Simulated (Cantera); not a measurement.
Input: 1 mol C, 0.6 mol O2, 16 mol N2, held at 2273 K and 1.00 Torr.

Method: chemical equilibrium by Gibbs-energy minimisation in Cantera with the NASA 1993 tables (ideal gas, pure condensed phases). Candidate condensed phases: C; 24 gas species. Equilibrium is a limit: real reactors are often held back by kinetics, nucleation or transport.

Base state: N2 0.936, CO 0.0529, CO2 0.00568, O 0.00335, NO 0.00102, O2 0.000832 (mole fractions); condensed: gas only.

### Question
What changes in the equilibrium state with this change: C replaced by C2H5OH?

### Answer
```tsv
species	before	after
N2	0.936	0.734
H2	0	0.0951
CO	0.0529	0.0906
H	0	0.0709
H2O	0	0.00671
OH	0	0.000777
O2	0.000832	1.18e-5
```
Further candidate phases: C6H6, C7H8, C8H18, H2O.

### Question
What changes in the equilibrium state with this change: O2 from 0.6 to 1.9 mol?

### Answer
```tsv
species	before	after
N2	0.936	0.865
O2	0.000832	0.0475
CO	0.0529	0.0300
O	0.00335	0.0253
CO2	0.00568	0.0244
NO	0.00102	0.00739
```

### Question
What changes in the equilibrium state with this change: temperature from 2273 K to 2798.15 K?

### Answer
| species | before | after |
|---|---|---|
| N2 | 0.936 | 0.930 |
| CO | 0.0529 | 0.0581 |
| O | 0.00335 | 0.0108 |
| CO2 | 0.00568 | 0.000103 |
| N | 7.68e-7 | 9.12e-5 |
| O2 | 0.000832 | 5.34e-5 |
